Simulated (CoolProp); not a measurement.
Computed with CoolProp (reference Helmholtz-energy equation of state, Gao 2020).

Q: Give the vapour pressure (kPa), vapour Z, liquid viscosity (µPa s), liquid conductivity (mW/(m K)) of saturated ammonia at -35.05, -14.25 °C.

A: 
```json
[
 {"T (°C)": "-35.05", "p (kPa)": "92.8", "vapour Z": "0.974", "liquid viscosity (µPa s)": "261", "liquid conductivity (mW/(m K))": "671"},
 {"T (°C)": "-14.25", "p (kPa)": "244", "vapour Z": "0.952", "liquid viscosity (µPa s)": "200", "liquid conductivity (mW/(m K))": "603"}
]
```

Viscosity comes from a separate model (Fenghour 1995). Thermal conductivity comes from a separate model (Tufeu 1984).
